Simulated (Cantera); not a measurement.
Charge: 1 mol Si₃N₄, 0.054 mol O₂, 1.1 mol N₂, at 1750 °C and 0.133 bar.

Method: chemical equilibrium by Gibbs-energy minimisation in Cantera with the NASA 1993 tables (ideal gas, pure condensed phases). Candidate condensed phases: Si, SiO₂, Si₂N₂O, Si₃N₄; 16 gas species. The tables' values for SiN are old estimates; treat these amounts as uncertain. Equilibrium is a limit: real reactors are often held back by kinetics, nucleation or transport.

Base state: N₂ 0.966, SiO 0.0336, Si 0.000427, Si₂N 4.86e-5, SiN 3.78e-5 (mole fractions); condensed: Si(l).

Question: What changes in the equilibrium state with this change: O₂ from 0.054 to 1.8 mol?

Answer: 
| species | before | after |
|---|---|---|
| N₂ | 0.966 | 0.564 |
| SiO | 0.0336 | 0.436 |
| Si | 0.000427 | 9.14e-6 |
| Si₂N | 4.86e-5 | 1.70e-8 |
| SiN | 3.78e-5 | 6.18e-7 |
| Si(l), mol | 2.89 | 0 |
| SiO₂(l), mol | 0 | 0.600 |
The tables hold silica as quartz up to 1696 K and as liquid above; real silica turns to tridymite and cristobalite and melts near 1996 K.
